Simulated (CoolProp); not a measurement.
A simple Rankine cycle with n-octane: condensing at 316.15 K, boiler at 0.0866 MPa, turbine inlet 408.2 K, turbine efficiency 0.65, pump efficiency 0.6, no recuperator. Each further row changes one setting.

Values from CoolProp's reference Helmholtz-energy equation of state, Beckmüller 2019.

```json
[
 {"case": "as stated", "thermal efficiency (%)": "?", "net work (kJ/kg)": "51.9", "heat in (kJ/kg)": "526", "turbine exit temperature (K)": "380.9", "volume ratio over the turbine": "?"},
 {"case": "turbine inlet 428.2 K", "thermal efficiency (%)": "?", "net work (kJ/kg)": "?", "heat in (kJ/kg)": "?", "turbine exit temperature (K)": "401.0", "volume ratio over the turbine": "17.4"},
 {"case": "condensing temperature 308.15 K", "thermal efficiency (%)": "10.8", "net work (kJ/kg)": "?", "heat in (kJ/kg)": "545", "turbine exit temperature (K)": "377.4", "volume ratio over the turbine": "26.0"},
 {"case": "boiler pressure 0.0606 MPa", "thermal efficiency (%)": "?", "net work (kJ/kg)": "46.0", "heat in (kJ/kg)": "528", "turbine exit temperature (K)": "384.6", "volume ratio over the turbine": "12.2"},
 {"case": "turbine efficiency 0.55", "thermal efficiency (%)": "?", "net work (kJ/kg)": "43.9", "heat in (kJ/kg)": "526", "turbine exit temperature (K)": "384.9", "volume ratio over the turbine": "17.7"}
]
```

Problem. Some entries are withheld; supply them.

Solution. 
- as stated, thermal efficiency (%): 9.9
- as stated, volume ratio over the turbine: 17.5
- turbine inlet 428.2 K, thermal efficiency (%): 9.6
- turbine inlet 428.2 K, net work (kJ/kg): 54.7
- turbine inlet 428.2 K, heat in (kJ/kg): 571
- condensing temperature 308.15 K, net work (kJ/kg): 58.8
- boiler pressure 0.0606 MPa, thermal efficiency (%): 8.7
- turbine efficiency 0.55, thermal efficiency (%): 8.3
